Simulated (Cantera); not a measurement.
A closed system holds: 1 mol Fe(CO)₅, 1.5 mol CO, 0.43 mol H₂, held at 100 Torr.

These are equilibrium values from Cantera (NASA tables, ideal gas, pure condensed phases), not measurements of a reactor. Candidate condensed phases: C, C₆H₆, C₇H₈, C₈H₁₈, Fe, Fe(CO)₅, FeO, Fe(OH)₂, Fe(OH)₃, Fe₂O₃, Fe₃O₄, H₂O; 114 gas species. Iron dissolves carbon and melts from about 1420 K in contact with it, which pure phases cannot show. Condensed phases not in the tables: cementite and carbon dissolved in iron. Kinetics and transport are ignored.

x: gas mole fraction; n: condensed amount in mol.

```
T (K)   x CO    x H₂     x CO₂     x H₂O    x CH₄  n C(graphite)  n Fe(α)  n Fe(γ)
-----  -----  ------  --------  --------  -------  -------------  -------  -------
998    0.874  0.0629    0.0602   0.00299  5.14e-5          0.411     1.00        0
1048   0.912  0.0622    0.0246   0.00141  3.01e-5          0.175     1.00        0
1098   0.927  0.0620    0.0105  0.000704  1.87e-5         0.0764     1.00        0
1148   0.933  0.0620   0.00472  0.000371  1.22e-5         0.0350     1.00        0
1198   0.936  0.0620         …         …        …              …        0     1.00
1248   0.937  0.0620   0.00116  0.000119  5.71e-6        0.00878        0     1.00
1298   0.937  0.0620  0.000620   7.20e-5  4.08e-6        0.00477        0     1.00
1348   0.938  0.0620  0.000349   4.52e-5  2.99e-6        0.00271        0     1.00
1398   0.938  0.0620         …         …        …              …        0    1.000
1448   0.938  0.0620  0.000125   1.97e-5  1.71e-6       0.000989        0    1.000
1498   0.938  0.0620   7.92e-5   1.35e-5  1.33e-6              0        0    1.000
1548   0.938  0.0620   5.17e-5   9.53e-6  1.05e-6              0        0    1.000
```

Problem. Some entries are withheld; supply them.

Solution. 
- 1198, x CO₂: 0.00227
- 1198, x H₂O: 0.000205
- 1198, x CH₄: 8.21e-6
- 1198, n C(graphite): 0.0170
- 1398, x CO₂: 0.000205
- 1398, x H₂O: 2.94e-5
- 1398, x CH₄: 2.24e-6
- 1398, n C(graphite): 0.00161
